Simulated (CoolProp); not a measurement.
Vapour-liquid equilibrium of R22 (1) + cyclohexane (2) at 325.6 K; x and y are mole fractions of (1).

Model: multi-fluid Helmholtz-energy mixture model, Kamei 1995 and Zhou 2014; pair parameters Bell 2016, in CoolProp.

**Question.** Give the bubble pressure and the first vapour's composition at x = 0.2, 0.35, 0.95. Is there an azeotrope?

**Answer.** x = 0.2: 702.7 kPa, y = 0.941; x = 0.35: 1022 kPa, y = 0.960; x = 0.95: 1928 kPa, y = 0.994. No azeotrope shows between x = 0.05 and 0.95.

The pair parameters rest on a limited set of measurements; away from them the model extrapolates. The gap from Raoult's law changes sign with composition, which may be real or a fault of the pair parameters; it wasn't checked against measurements. With so large a gap from Raoult's law the liquid may split in two, which this calculation doesn't test in full.
